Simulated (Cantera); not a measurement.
Ignition delay

Mixture: 8.45 % CH4, 0.330 % C2H6, 1.27 % C3H8, 15.2 % O2, 74.7 % N2, equivalence ratio 1.6, at 1800 Torr, adiabatic and at constant volume. Ignition delay is the time to a rise of 400 K.

Cantera simulation using GRI-Mech 3.0 (53 species, 325 reactions); the numbers are that mechanism's predictions, not measurements. GRI-Mech 3.0 was tuned for natural gas; its chemistry of propane as a main component is partial and can be far from experiment.

```csv
T0 (K),delay (ms)
1048,87.8
1148,16.0
1248,2.94
1348,0.656
1448,0.190
1548,0.0704
1648,0.0320
1748,0.0172
1848,0.0104
```

- apparent activation energy between 1648 and 1848 K: 140 kJ/mol
